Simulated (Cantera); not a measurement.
Feed: 1 mol Ti, 1.2 mol C₃H₈, 16 mol H₂, at 0.00190 bar.

Equilibrium computed with Cantera from the NASA thermochemical tables; the gas is ideal and each condensed phase is pure. Candidate condensed phases: C, C₆H₆, C₇H₈, C₈H₁₈, Ti, TiC; 77 gas species. TiC: taken at fixed stoichiometry. Equilibrium is a limit: real reactors are often held back by kinetics, nucleation or transport. All values below are at 1873 K.

Base state: H₂ 0.985, H 0.0147, C₂H₂ (acetylene) 0.000307 (mole fractions); condensed: C(graphite) + TiC(s).

Question: What changes in the equilibrium state with this change: Ti replaced by TiCl₄?

Answer: 
```
species             before     after
----------------  --------  --------
H₂                   0.985     0.812
HCl                      0     0.172
H                   0.0147    0.0133
Cl                       0   0.00214
TiCl₂                    0   6.19e-5
TiCl₃                    0   3.28e-5
C₂H₂ (acetylene)  0.000307  0.000254
C(graphite), mol      2.59      2.59
TiC(s), mol          1.000     0.998
```
The tables' values for TiCl₂ are old estimates; treat these amounts as uncertain. Further candidate phases: TiCl₂, TiCl₃, TiCl₄.
